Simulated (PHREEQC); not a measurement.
Dissolve 0.0012 mol/kgw Cu(BF4)2 and 0.00059 mol/kgw NaCl at 25 °C. Closed to the air; pH follows from the charge balance.

All values are PHREEQC results (ion-association model, wateq4f.dat), not measurements.

| quantity | before | after |
|---|---|---|
| pH | 3.05 | 2.84 |
| ionic strength (mol/kgw) | 0.00507 | 0.0377 |
| HF (mol/kgw) | 0.00226 | 0.00466 |
| F- (mol/kgw) | 0.00185 | 0.00263 |
| H3BO3 (mol/kgw) | 0.000946 | 0.00131 |
| SI of CuF2:2H2O (CuF2:2H2O) | -4.04 | -2.99 |
| SI of Tenorite (CuO) | -4.57 | -4.15 |

Q: What was changed between the two runs?
A) Cu(BF4)2 from 0.0012 to 0.012 mol/kgw
B) NaCl from 0.00059 to 0.00295 mol/kgw
C) diluted 10-fold with water
D) Cu(BF4)2 from 0.0012 to 0.0006 mol/kgw

A: A, Cu(BF4)2 from 0.0012 to 0.012 mol/kgw

Precipitation was switched off in this run. Real BF4- forms and hydrolyses slowly; the run takes it at equilibrium.
